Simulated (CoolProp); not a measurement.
Normal hydrogen at 293.15 K and 2.14 MPa flows at 0.83 m/s in a round tube of 100 mm bore and 1.5 µm roughness, fully developed (64/Re and Nu = 3.66 if laminar; Colebrook and Gnielinski if turbulent). Each further row changes one setting.

Model: reference Helmholtz-energy equation of state, Leachman 2009, in CoolProp.

| case | Reynolds number | Darcy friction factor | pressure drop (Pa/m) | heat-transfer coefficient (W/(m² K)) | mass flow (kg/h) |
|---|---|---|---|---|---|
| as stated | 16500 | 0.0272 | 0.164 | 79.8 | 41.0 |
| velocity 1.66 m/s | 32900 | 0.0230 | 0.554 | 137 | 82.0 |
| diameter 200 mm | 32900 | 0.0230 | 0.0692 | 68.6 | 164 |

Viscosity comes from a separate model (Muzny 2013). Thermal conductivity comes from a separate model (Assael 2011).
